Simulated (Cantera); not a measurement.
What does this Cantera script print?

```python
import numpy as np
import cantera as ct

gas_names = """
    C CH CH2 CH3 CH2OH CH3O CH4 CH3OH CO CO2 COOH C2 C2H CHCO,ketyl C2H2,acetylene C2H2,vinylidene
    CH2CO,ketene C2H3,vinyl CH3CO,acetyl C2H4 C2H4O,ethylen CH3CHO,ethanal CH3COOH (HCOOH)2 C2H5 C2H6
    CH3OCH3 C2H5OH C2O C3 C3H3,propargyl C3H4,allene C3H4,propyne C3H4,cyclo- C3H5,allyl C3H6,propylene
    C3H6,cyclo- C3H6O C3H7,n-propyl C3H7,i-propyl C3H8 C3H8O,1propanol C3H8O,2propanol C3O2 C4 C4H2
    C4H4,1,3-cyclo- C4H6,butadiene C4H6,2-butyne C4H6,cyclo- C4H8,1-butene C4H8,cis2-buten
    C4H8,tr2-butene C4H8,isobutene C4H8,cyclo- (CH3COOH)2 C4H9,n-butyl C4H9,i-butyl C4H9,s-butyl
    C4H9,t-butyl C4H10,isobutane C4H10,n-butane C5 C5H6,1,3cyclo- C5H8,cyclo- C5H10,1-pentene
    C5H10,cyclo- C5H11,pentyl C5H11,t-pentyl C5H12,n-pentane C5H12,i-pentane CH3C(CH3)2CH3 C6H2
    C6H5,phenyl C6H5O,phenoxy C6H6 C6H5OH,phenol C6H10,cyclo- C6H12,1-hexene C6H12,cyclo- C6H13,n-hexyl
    C7H7,benzyl C7H8 C7H8O,cresol C7H14,1-heptene C7H15,n-heptyl C7H16,n-heptane C8H8,styrene
    C8H10,ethylbenz C8H16,1-octene C8H17,n-octyl C8H18,isooctane C8H18,n-octane C9H19,n-nonyl
    C10H8,naphthale C10H21,n-decyl C12H9,o-bipheny C12H10,bipheny H HCO HO2 H2 HCHO,formaldehy HCOOH H2O
    H2O2 O OH O2 O3 Ta TaO TaO2
""".split()
cond_names = """
    C(gr) C6H6(L) C7H8(L) C8H18(L),n-octa H2O(s) H2O(L) Ta(cr) Ta(L) TaC(s) TaC(L) Ta2O5(s) Ta2O5(L)
""".split()


def load(file, names, dense=False):
    # The tables refer to 1 bar. Condensed volumes are neglected.
    table = {s.name: s for s in ct.Species.list_from_file(file)}
    out = []
    for n in names:
        d = dict(table[n].input_data)
        d["thermo"] = dict(d["thermo"], **{"reference-pressure": 1e5})
        if dense:
            d["equation-of-state"] = {"model": "constant-volume", "density": "1e6 g/cm^3"}
        out.append(ct.Species.from_dict(d))
    return out


gas = ct.Solution(thermo="ideal-gas", species=load("nasa_gas.yaml", gas_names))
cond = {s.name: ct.Solution(thermo="fixed-stoichiometry", species=[s], name=s.name)
        for s in load("nasa_condensed.yaml", cond_names, dense=True)}
atoms = {
    'Ta2O5': {'Ta': 2, 'O': 5},
    'CH4': {'C': 1, 'H': 4},
    'CO': {'C': 1, 'O': 1},
}
top_T = {'C(gr)': 4500}  # K; cautious upper limits of use, not melting points


def equilibrate(T, P, feed):
    n = {}
    for name, mol in feed.items():
        for a, k in atoms[name].items():
            n[a] = n.get(a, 0.0) + k * mol
    gas.TPX = T, P, n
    mass = sum(n.values()) * gas.mean_molecular_weight
    gas.equilibrate("TP")
    valid = [c for c in cond.values() if c.min_temp <= T <= top_T.get(c.name, c.max_temp)]
    mix = ct.Mixture([(gas, mass / gas.mean_molecular_weight)] + [(c, 0.0) for c in valid])
    mix.T, mix.P = T, P
    mix.equilibrate("TP", solver="vcs", rtol=1e-11, max_steps=5000)
    return mix


results = []
feed = {'Ta2O5': 1, 'CH4': 3.2, 'CO': 2.2}  # mol
T = 1648  # K
P = 100000  # Pa
mix = equilibrate(T, P, feed)
results.append((T, P, feed, dict(zip(mix.species_names, mix.species_moles))))
x = sorted(zip(gas.X, gas.species_names), reverse=True)
print(f"T = {T:g} K  P = {P:g} Pa  gas = {mix.phase_moles(0):.4g} mol")
print("   x: " + "  ".join(f"{s} {v:.3e}" for v, s in x if v > 0.0001))
print("   condensed (mol): " + ("  ".join(f"{mix.phase(i).name} {mix.phase_moles(i):.4g}"
      for i in range(1, mix.n_phases) if mix.phase_moles(i) > 1e-12) or "none"))
```

It prints:

```
T = 1648 K  P = 100000 Pa  gas = 10.87 mol
   x: H2 5.855e-01  CO 4.108e-01  H2O 2.989e-03  CO2 6.546e-04
   condensed (mol): TaC(s) 0.9255  Ta2O5(s) 0.5372
```

Method: chemical equilibrium by Gibbs-energy minimisation in Cantera with the NASA 1993 tables (ideal gas, pure condensed phases). Mutual solubility and eutectic melting of coexisting phases are not modelled. TaC: taken at fixed stoichiometry. Condensed phases not in the tables: Ta2C.
